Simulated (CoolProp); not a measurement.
Octamethylcyclotetrasiloxane (D4) along the isotherm 346.85 °C: Z from the reference equation and from simpler models built on Tc = 313.4 °C, pc = 1347 kPa, ω = 0.598; each cubic takes its own stable root.

The numbers come from the reference Helmholtz-energy equation of state, Thol 2015 in CoolProp.

```tsv
p (kPa)	phase	reference
241	gas	0.9476
481	gas	0.8918
722	gas	0.8314
962	gas	0.7661
1200	gas	0.6949
1440	supercritical	0.6142
1680	supercritical	0.5219
1920	supercritical	0.4257
2170	supercritical	0.3656
2410	supercritical	0.3516
2650	supercritical	0.3563
2890	supercritical	0.3684
3130	supercritical	0.3839
3370	supercritical	0.4011
```

**Question.** How far does each simpler model (Redlich-Kwong, Soave-Redlich-Kwong, Peng-Robinson) lie from the reference over these 14 states: mean and median of the absolute difference, and the worst?

**Answer.** 
- Redlich-Kwong: mean 5.1 %, median 4.8 %, worst -12.2 % at 346.85 °C and 1920 kPa
- Soave-Redlich-Kwong: mean 9.6 %, median 8.6 %, worst +19.2 % at 346.85 °C and 2410 kPa
- Peng-Robinson: mean 4.3 %, median 2.7 %, worst +10.1 % at 346.85 °C and 2410 kPa
